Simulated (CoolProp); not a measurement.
A Linde-Hampson liquefier for ethane: isothermal reversible compression at 320 K from 1 atm to 5 MPa, throttling to 1 atm, return gas leaving the recuperator 0 K below the feed. Each further row changes one setting.

Computed with CoolProp (reference Helmholtz-energy equation of state, Bücker 2006).

```tsv
case	liquid yield per pass	compression work (kJ/kg of gas)
as stated	0.175	315
high pressure 10 MPa	0.433	[?]
warm-end temperature 350 K	[?]	[?]
warm-end gap 5 K	0.165	315
```

### Question
Complete the blanks.

### Answer

- high pressure 10 MPa, compression work (kJ/kg of gas): 338
- warm-end temperature 350 K, liquid yield per pass: 0.112
- warm-end temperature 350 K, compression work (kJ/kg of gas): 354
